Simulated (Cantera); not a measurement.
Charge: 1 mol SiF4, 2 mol NH3, 25 mol N2, at 1473 K and 4.30 mbar.

Cantera equilibrium calculation (NASA polynomials, part measured and part estimated; ideal gas, pure solids and liquids). Candidate condensed phases: Si, Si3N4; 37 gas species. The tables' values for SiF3, SiF2 are old estimates; treat these amounts as uncertain. The numbers say what is thermodynamically allowed, not how fast it happens.

Base state: N2 0.864, H2 0.0966, SiF4 0.0277, HF 0.00605, SiF3 0.00486, SiF2 0.000509, SiHF3 0.000178, H 5.99e-5 (mole fractions); condensed: gas only.

### Question
What changes in the equilibrium state with this change: NH3 from 2 to 0.11 mol?

### Answer
| species | before | after |
|---|---|---|
| N2 | 0.864 | 0.954 |
| SiF4 | 0.0277 | 0.0352 |
| H2 | 0.0966 | 0.00475 |
| SiHF3 | 0.000178 | 2.23e-5 |
| H | 5.99e-5 | 1.33e-5 |

### Question
What changes in the equilibrium state with this change: SiF4 replaced by SiCl4?

### Answer
```csv
species,before,after
N2,0.864,0.838
HCl,0,0.0887
H2,0.0966,0.0533
SiF4,0.0277,0
SiCl2,0,0.0180
HF,0.00605,0
SiF3,0.00486,0
SiCl3,0,0.00135
"Si3N4(s), mol",0,0.131
```
The tables' values for SiCl3 are old estimates; treat these amounts as uncertain. Further candidate phases: NH4Cl.
